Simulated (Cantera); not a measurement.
Input: 1 mol MgSO₄, 0.26 mol CO₂, equilibrated at 2175 K.

Method: chemical equilibrium by Gibbs-energy minimisation in Cantera with the NASA 1993 tables (ideal gas, pure condensed phases). Candidate condensed phases: C, Mg, MgCO₃, MgO, MgS, MgSO₄, S; 26 gas species. Rates play no part.

Task: At 77000 Pa, list the 5 most abundant gas species with their mole fractions, and the condensed phases.

Result: SO₂ 0.566, O₂ 0.284, CO₂ 0.146, CO 0.00158, O 0.00140. Condensed: MgO(s).
